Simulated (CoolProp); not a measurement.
Vapour-liquid equilibrium of propane (1) + neopentane (2) at 292 K; x and y are mole fractions of (1).

Values from CoolProp's multi-fluid Helmholtz-energy mixture model, Lemmon 2009 and Lemmon 2006; pair parameters Bell 2016.

| x | bubble pressure, mixture model (MPa) | bubble pressure, Raoult's law (MPa) | y, mixture model | y, Raoult's law |
|---|---|---|---|---|
| 0.05 | 0.1565 | 0.1738 | [?] | 0.233 |
| 0.125 | [?] | 0.2241 | 0.312 | 0.453 |
| 0.2 | [?] | 0.2745 | 0.447 | 0.591 |
| 0.275 | 0.2379 | 0.3248 | 0.561 | 0.687 |
| 0.35 | 0.2722 | 0.3751 | 0.658 | 0.757 |
| 0.425 | 0.3122 | 0.4255 | 0.740 | 0.811 |
| 0.5 | [?] | 0.4758 | 0.808 | 0.853 |
| 0.575 | 0.4125 | 0.5261 | [?] | 0.887 |
| 0.65 | 0.4738 | 0.5765 | [?] | 0.915 |
| 0.725 | 0.5418 | 0.6268 | 0.940 | 0.938 |
| 0.8 | 0.6149 | 0.6772 | 0.965 | 0.959 |
| 0.875 | 0.6904 | 0.7275 | 0.982 | 0.976 |
| 0.95 | [?] | 0.7778 | 0.994 | 0.991 |

Q: Complete the blanks.

A: 
- 0.05, y, mixture model: 0.143
- 0.125, bubble pressure, mixture model (MPa): 0.1814
- 0.2, bubble pressure, mixture model (MPa): 0.2080
- 0.5, bubble pressure, mixture model (MPa): 0.3587
- 0.575, y, mixture model: 0.863
- 0.65, y, mixture model: 0.907
- 0.95, bubble pressure, mixture model (MPa): 0.7647

The largest gap from Raoult's law is -27.4 % in bubble pressure, at x = 0.35. No azeotrope shows between x = 0.05 and 0.95.

The pair parameters rest on a limited set of measurements; away from them the model extrapolates.
